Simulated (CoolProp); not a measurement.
Ammonia along the isotherm 442.8 K: Z from the reference equation and from simpler models built on Tc = 405.6 K, pc = 113.6 bar, ω = 0.256; each cubic takes its own stable root.

The numbers come from the reference Helmholtz-energy equation of state, Gao 2020 in CoolProp.

```csv
p (bar),phase,reference
21.9,gas,0.9466
43.7,gas,0.8900
65.6,gas,0.8291
87.4,gas,0.7634
109,gas,0.6922
131,supercritical,0.6119
153,supercritical,0.5231
175,supercritical,0.4337
197,supercritical,0.3712
219,supercritical,0.3482
240,supercritical,0.3464
262,supercritical,0.3535
284,supercritical,0.3649
```

Q: How far does each simpler model (van der Waals, Redlich-Kwong, Soave-Redlich-Kwong, Peng-Robinson) lie from the reference over these 13 states: mean and median of the absolute difference, and the worst?

A: 
- van der Waals: mean 13.9 %, median 1.9 %, worst +42.8 % at 442.8 K and 284 bar
- Redlich-Kwong: mean 8.7 %, median 0.7 %, worst +25.3 % at 442.8 K and 284 bar
- Soave-Redlich-Kwong: mean 15.1 %, median 9.7 %, worst +32.6 % at 442.8 K and 262 bar
- Peng-Robinson: mean 9.4 %, median 3.8 %, worst +22.4 % at 442.8 K and 240 bar
